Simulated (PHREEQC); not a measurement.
**Acid rinse or clean: an equilibrium model**

Consider water at 25 °C with 0.0028 mol/kgw HNO3, 0.024 mol/kgw ZnSO4 and 0.0036 mol/kgw KCl. Closed to the air; pH follows from the charge balance.

The numbers come from PHREEQC with the ion-association model, wateq4f.dat.

This is a speciation only: nothing precipitates in the calculation.

Estimate the pH.

pH 2.82.

In which forms is Zn present?

Zn+2 61 %, ZnSO4 35 %, Zn(SO4)2-2 3.7 % of the Zn.
